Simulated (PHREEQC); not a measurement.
Make-up at 25 °C: 98 mmol/kgw HF, 0.2 mmol/kgw KF and 0.4 mmol/kgw H2SiF6. Closed to the air; pH follows from the charge balance.

All values are PHREEQC results (ion-association model, wateq4f.dat), not measurements.

The ionic strength comes out as 0.00907 mol/kgw. What activity coefficients do SiF6-2, F-, H+, K+, HF2- get?

SiF6-2 0.68, F- 0.90, H+ 0.92, K+ 0.90, HF2- 0.90.

This is a speciation only: nothing precipitates in the calculation. Complexes and solids missing from the database can't appear. wateq4f.dat counts part of the HF as a dimer, H2F2, which phreeqc.dat doesn't know; its constant is uncertain. SiF6-2 is the database's only silicon fluoride.
